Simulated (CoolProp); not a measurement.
Vapour-liquid equilibrium of ethane (1) + propylene (2) at 222.4 K; x and y are mole fractions of (1).

Computed with CoolProp (multi-fluid Helmholtz-energy mixture model, Bücker 2006 and Lemmon 2013; pair parameters Bell 2016).

Task: Give the bubble pressure and the first vapour's composition at x = 0.05, 0.35, 0.5. Is there an azeotrope?

Result: x = 0.05: 0.1117 MPa, y = 0.247; x = 0.35: 0.2470 MPa, y = 0.751; x = 0.5: 0.3120 MPa, y = 0.842. No azeotrope shows between x = 0.05 and 0.95.

Pair parameters are fitted to limited data, so mixtures are less certain than the pure fluids. The gap from Raoult's law changes sign with composition, which may be real or a fault of the pair parameters; it wasn't checked against measurements.
